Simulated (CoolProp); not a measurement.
Vapour-liquid equilibrium of propane (1) + R227EA (2) at 1.71 MPa; x and y are mole fractions of (1).

Computed with CoolProp (multi-fluid Helmholtz-energy mixture model, Lemmon 2009 and Lemmon 2016; pair parameters Bell 2016).

Question: Give the bubble temperature and the first vapour's composition at x = 0.45, 0.75, 0.85. Is there an azeotrope?

Answer: x = 0.45: 50.7 °C, y = 0.582; x = 0.75: 46.9 °C, y = 0.761; x = 0.85: 47.1 °C, y = 0.833. y crosses x between x = 0.75 and 0.85: the model has an azeotrope there.

Pair parameters are fitted to limited data, so mixtures are less certain than the pure fluids.
